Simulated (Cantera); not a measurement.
## Thermodynamics of fluorocarbon and chlorocarbon gases, feed CH3Cl + H2

Input: 1 mol CH3Cl, 8.9 mol H2, equilibrated at 0.660 bar.

These are equilibrium values from Cantera (NASA tables, ideal gas, pure condensed phases), not measurements of a reactor. Candidate condensed phases: C, C6H6, C7H8, C8H18; 91 gas species. The numbers say what is thermodynamically allowed, not how fast it happens.

| T (K) | x H2 | x HCl | x H | x C2H2 (acetylene) | x Cl | x CH4 | x CH3 | n C(graphite) |
|---|---|---|---|---|---|---|---|---|
| 1800 | 0.907 | 0.0917 | 0.000420 | 0.000159 | 3.25e-5 | 0.000418 | 3.91e-6 | 0.992 |
| 1850 | 0.907 | 0.0917 | 0.000632 | 0.000237 | 4.85e-5 | 0.000355 | 4.99e-6 | 0.991 |
| 1900 | 0.907 | 0.0917 | 0.000930 | 0.000346 | 7.10e-5 | 0.000305 | 6.27e-6 | 0.989 |
| 1950 | 0.906 | 0.0916 | 0.00134 | 0.000495 | 0.000102 | 0.000264 | 7.79e-6 | 0.986 |
| 2000 | 0.905 | 0.0915 | 0.00190 | 0.000696 | 0.000143 | 0.000230 | 9.56e-6 | 0.982 |
| 2050 | 0.905 | 0.0914 | 0.00266 | 0.000960 | 0.000199 | 0.000201 | 1.16e-5 | 0.977 |
| 2100 | 0.903 | 0.0913 | 0.00364 | 0.00130 | 0.000271 | 0.000178 | 1.40e-5 | 0.969 |
| 2150 | 0.902 | 0.0911 | 0.00493 | 0.00175 | 0.000365 | 0.000158 | 1.66e-5 | 0.960 |
| 2200 | 0.900 | 0.0909 | 0.00658 | 0.00231 | 0.000484 | 0.000140 | 1.97e-5 | 0.948 |
| 2250 | 0.897 | 0.0907 | 0.00866 | 0.00300 | 0.000634 | 0.000126 | 2.30e-5 | 0.932 |
| 2300 | 0.894 | 0.0904 | 0.0113 | 0.00386 | 0.000820 | 0.000113 | 2.67e-5 | 0.913 |
| 2350 | 0.889 | 0.0900 | 0.0145 | 0.00491 | 0.00105 | 0.000102 | 3.08e-5 | 0.890 |
| 2400 | 0.884 | 0.0895 | 0.0184 | 0.00617 | 0.00133 | 9.17e-5 | 3.51e-5 | 0.862 |
| 2450 | 0.878 | 0.0889 | 0.0232 | 0.00766 | 0.00167 | 8.30e-5 | 3.98e-5 | 0.828 |
x: gas mole fraction; n: condensed amount in mol.

From 1800 K to 2450 K the condensed part is C(graphite). The main C-bearing gas is CH4 at 1800 K and C2H2 (acetylene) at 2450 K. The share of C in condensed phases is highest at 1800 K (99.2 %) and lowest at 2450 K (82.8 %).
